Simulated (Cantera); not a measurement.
An isothermal, constant-pressure homogeneous reactor starts with H2 : O2 = 0.038 : 1 (molar parts), at 1075 K and 2670 Pa.

Cantera simulation using GRI-Mech 3.0 (53 species, 325 reactions); the numbers are that mechanism's predictions, not measurements. Radical loss at walls, strong at low pressure, is not modelled. The temperature is held fixed by assumption; the heat of reaction is taken as removed at once.

x: mole fraction; the columns are a selection and need not sum to one.

```tsv
t (s)	x H2	x O2	x O	x OH	x H2O2	x HO2	x H2O
8.00e-5	0.0366	0.963	2.25e-10	1.74e-10	<1e-12	3.72e-10	9.62e-11
0.000277	0.0366	0.963	2.55e-9	[?]	<1e-12	1.32e-9	2.59e-9
0.000961	0.0366	0.963	3.55e-7	[?]	5.52e-12	1.14e-8	5.09e-7
0.00333	0.00366	0.942	0.0158	[?]	4.25e-7	1.01e-5	0.0279
0.0115	0.000233	0.954	0.00787	[?]	1.45e-7	6.45e-6	0.0358
0.0400	3.55e-5	0.961	0.00124	[?]	1.19e-7	2.88e-6	0.0370
0.139	3.40e-6	0.963	0.000127	[?]	6.38e-8	7.13e-7	0.0372
0.480	3.54e-7	0.963	1.45e-5	[?]	2.21e-8	1.29e-7	0.0373
1.67	5.08e-8	0.963	2.24e-6	[?]	6.25e-9	2.42e-8	0.0373
5.77	9.76e-9	0.963	4.53e-7	[?]	1.70e-9	5.52e-9	0.0373
20.0	2.26e-9	0.963	1.08e-7	[?]	4.73e-10	1.87e-9	0.0373
```

Question: Complete the blanks.

Answer: 
- 0.000277, x OH: 1.53e-9
- 0.000961, x OH: 1.98e-7
- 0.00333, x OH: 0.00297
- 0.0115, x OH: 0.00102
- 0.0400, x OH: 0.000392
- 0.139, x OH: 0.000126
- 0.480, x OH: 4.27e-5
- 1.67, x OH: 1.68e-5
- 5.77, x OH: 7.55e-6
- 20.0, x OH: 3.68e-6
